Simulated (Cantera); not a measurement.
Input: 1 mol SiCl₄, a varied amount of HCl, 0.2 mol H₂, at 1398.15 K and 140000 Pa.

Method: chemical equilibrium by Gibbs-energy minimisation in Cantera with the NASA 1993 tables (ideal gas, pure condensed phases). Candidate condensed phases: Si; 19 gas species. The tables' values for SiCl₃ are old estimates; treat these amounts as uncertain. Kinetics and transport are ignored.

x: gas mole fraction; nothing condenses.

```
n(HCl) (mol)  x HCl  x SiCl₄    x H₂  x SiCl₃  x SiHCl₃     x SiCl₂
------------  -----  -------  ------  -------  --------  ----------
0.65          0.376    0.509  0.0886   0.0158   0.00841  (withheld)
1.5           0.564    0.359  0.0671  0.00647   0.00300  (withheld)
2.4           0.671    0.272  0.0519  0.00363   0.00148  (withheld)
3.2           0.730    0.223  0.0431  0.00249  0.000927  (withheld)
4.1           0.775    0.186  0.0361  0.00179  0.000609  (withheld)
5             0.808    0.159  0.0311  0.00137  0.000431  (withheld)
5.8           0.830    0.141  0.0276  0.00111  0.000331  (withheld)
```

Q: Some entries are withheld; supply them.

A: 
- 0.65, x SiCl₂: 0.00209
- 1.5, x SiCl₂: 0.000498
- 2.4, x SiCl₂: 0.000207
- 3.2, x SiCl₂: 0.000119
- 4.1, x SiCl₂: 7.36e-5
- 5, x SiCl₂: 4.99e-5
- 5.8, x SiCl₂: 3.73e-5
